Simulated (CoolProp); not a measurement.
Vapour-liquid equilibrium of methanol (1) + benzene (2) at 190.85 °C; x and y are mole fractions of (1).

Computed with CoolProp (multi-fluid Helmholtz-energy mixture model, de Reuck 1993 and Thol 2012; pair parameters Bell 2016).

```
x     bubble pressure, mixture model (kPa)  bubble pressure, Raoult's law (kPa)  y, mixture model  y, Raoult's law
----  ------------------------------------  -----------------------------------  ----------------  ---------------
0.05                                  1558                                 1344                 …            0.126
0.2                                   2209                                 1666             0.442            0.406
0.35                                  2603                                 1987             0.556            0.595
0.5                                      …                                 2308             0.641            0.732
0.65                                     …                                 2629                 …            0.835
0.8                                      …                                 2951                 …            0.916
0.95                                     …                                 3272             0.954            0.981
```

Question: Complete the blanks.

Answer: 
- 0.05, y, mixture model: 0.193
- 0.5, bubble pressure, mixture model (kPa): 2878
- 0.65, bubble pressure, mixture model (kPa): 3093
- 0.65, y, mixture model: 0.728
- 0.8, bubble pressure, mixture model (kPa): 3255
- 0.8, y, mixture model: 0.830
- 0.95, bubble pressure, mixture model (kPa): 3357

The largest gap from Raoult's law is +32.6 % in bubble pressure, at x = 0.2. No azeotrope shows between x = 0.05 and 0.95.

Pair parameters are fitted to limited data, so mixtures are less certain than the pure fluids.
